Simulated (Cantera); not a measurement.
A Cantera script and what it prints.

```python
import numpy as np
import cantera as ct

gas_names = """
    H HNO HNO2 HNO3 HO2 H2 H2O H2O2 H2S H2SO4 N NH NH2 NH3 NH2OH NO NO2 NO3 N2 N2H2 N2H4 N2O O OH O2 O3
    S SH SN SO SO2 SO3 S2 S2O S8
""".split()
cond_names = """
    H2O(s) H2O(L) H2SO4(L) S(cr1) S(cr2) S(L)
""".split()


# ... load() reads the species with a 1 bar reference pressure and builds the phases ...
atoms = {
    'SO2': {'S': 1, 'O': 2},
    'H2O': {'H': 2, 'O': 1},
    'N2': {'N': 2},
}
top_T = {}  # K; cautious upper limits of use, not melting points


# ... equilibrate(T, P, feed) seeds the gas with the atoms and calls Mixture.equilibrate('TP', solver="vcs", rtol=1e-11, max_steps=5000) ...
results = []
feed = {'SO2': 1, 'H2O': 0.22, 'N2': 5.5}  # mol
P = 2300000  # Pa
for T in [2525, 2575, 2625, 2675, 2725, 2775, 2825, 2875, 2925, 2975, 3025, 3075]:
    mix = equilibrate(T, P, feed)
    results.append((T, P, feed, dict(zip(mix.species_names, mix.species_moles))))

top = {s: max(r[3][s] / sum(r[3][g] for g in gas_names) for r in results) for s in gas_names}
cols = sorted((s for s in top if top[s] > 0.001), key=lambda s: -top[s])[:9]
seen = [c for c in cond_names if any(r[3].get(c, 0) > 1e-12 for r in results)]
print("log10 of partial pressures in bar; condensed amounts in mol")
print(f"{'T/K':>10s}" + "".join(f"{s[:9]:>10s}" for s in cols + seen))
for T, P, feed, n in results:
    ng = sum(n[g] for g in gas_names)
    print(f"{T:10.4g}" + "".join(f"{np.log10(max(n[s] / ng * P / 1e5, 1e-99)):10.3f}" for s in cols)
          + "".join(f"{n.get(c, 0):10.4g}" for c in seen))
```

Output:

```
log10 of partial pressures in bar; condensed amounts in mol
       T/K        N2       SO2       H2O        SO        NO        O2        OH        H2         O
      2525     1.273     0.518    -0.149    -0.960    -1.306    -1.428    -1.568    -1.609    -2.500
      2575     1.272     0.515    -0.154    -0.881    -1.231    -1.350    -1.486    -1.551    -2.358
      2625     1.272     0.511    -0.159    -0.805    -1.159    -1.276    -1.407    -1.496    -2.222
      2675     1.271     0.507    -0.165    -0.733    -1.090    -1.205    -1.332    -1.444    -2.091
      2725     1.271     0.501    -0.172    -0.664    -1.024    -1.137    -1.261    -1.395    -1.965
      2775     1.270     0.496    -0.180    -0.599    -0.960    -1.072    -1.193    -1.348    -1.844
      2825     1.269     0.489    -0.189    -0.536    -0.899    -1.010    -1.127    -1.304    -1.728
      2875     1.268     0.482    -0.199    -0.476    -0.841    -0.951    -1.066    -1.263    -1.616
      2925     1.267     0.473    -0.210    -0.419    -0.785    -0.894    -1.007    -1.224    -1.508
      2975     1.266     0.464    -0.222    -0.364    -0.731    -0.840    -0.951    -1.188    -1.404
      3025     1.265     0.454    -0.236    -0.313    -0.679    -0.789    -0.898    -1.154    -1.304
      3075     1.263     0.442    -0.251    -0.264    -0.630    -0.740    -0.848    -1.123    -1.207
```

Equilibrium computed with Cantera from the NASA thermochemical tables; the gas is ideal and each condensed phase is pure.
